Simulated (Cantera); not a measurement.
Cantera run:

```python
import numpy as np
import cantera as ct

gas_names = [...]  # 114 gases of nasa_gas.yaml made of C, Fe, H, O
cond_names = """
    C(gr) C6H6(L) C7H8(L) C8H18(L),n-octa Fe(a) Fe(c) Fe(d) Fe(L) FeC5O5(L) FeO(s) FeO(L) Fe(OH)2(s)
    Fe(OH)3(s) Fe2O3(s) Fe3O4(s) H2O(s) H2O(L)
""".split()


# ... load() reads the species with a 1 bar reference pressure and builds the phases ...
atoms = {
    'Fe(CO)5': {'Fe': 1, 'C': 5, 'O': 5},
    'CO': {'C': 1, 'O': 1},
    'H2': {'H': 2},
}
top_T = {'C(gr)': 4500, 'Fe2O3(s)': 1830, 'Fe3O4(s)': 1870}  # K; cautious upper limits of use, not melting points


# ... equilibrate(T, P, feed) seeds the gas with the atoms and calls Mixture.equilibrate('TP', solver="gibbs", rtol=1e-10, max_steps=50000) ...
results = []
feed = {'Fe(CO)5': 1, 'CO': 2.5, 'H2': 0.68}  # mol
T = 1275  # K
for P in [10, 52, 270, 1400, 7200, 37000, 190000, 1000000]:
    mix = equilibrate(T, P, feed)
    results.append((T, P, feed, dict(zip(mix.species_names, mix.species_moles))))

top = {s: max(r[3][s] / sum(r[3][g] for g in gas_names) for r in results) for s in gas_names}
cols = sorted((s for s in top if top[s] > 0.001), key=lambda s: -top[s])[:8]
seen = [c for c in cond_names if any(r[3].get(c, 0) > 1e-12 for r in results)]
print("log10 of partial pressures in bar; condensed amounts in mol")
print(f"{'P/Pa':>10s}" + "".join(f"{s[:9]:>10s}" for s in cols + seen))
for T, P, feed, n in results:
    ng = sum(n[g] for g in gas_names)
    print(f"{P:10.4g}" + "".join(f"{np.log10(max(n[s] / ng * P / 1e5, 1e-99)):10.3f}" for s in cols)
          + "".join(f"{n.get(c, 0):10.4g}" for c in seen))
```

Output:

```
log10 of partial pressures in bar; condensed amounts in mol
      P/Pa        CO        H2       CO2       H2O     C(gr)     Fe(c)
        10    -4.038    -5.080   -10.230   -11.051 4.972e-06         1
        52    -3.322    -4.364    -8.798    -9.619 2.805e-05         1
       270    -2.606    -3.649    -7.367    -8.189 0.0001478         1
      1400    -1.892    -2.934    -5.937    -6.759 0.0007686         1
      7200    -1.181    -2.223    -4.515    -5.337   0.00395         1
   3.7e+04    -0.471    -1.513    -3.095    -3.917   0.02018         1
   1.9e+05     0.235    -0.806    -1.683    -2.504    0.1005         1
     1e+06     0.935    -0.102    -0.285    -1.101    0.4572         1
```

Equilibrium computed with Cantera from the NASA thermochemical tables; the gas is ideal and each condensed phase is pure. Condensed phases not in the tables: cementite and carbon dissolved in iron.
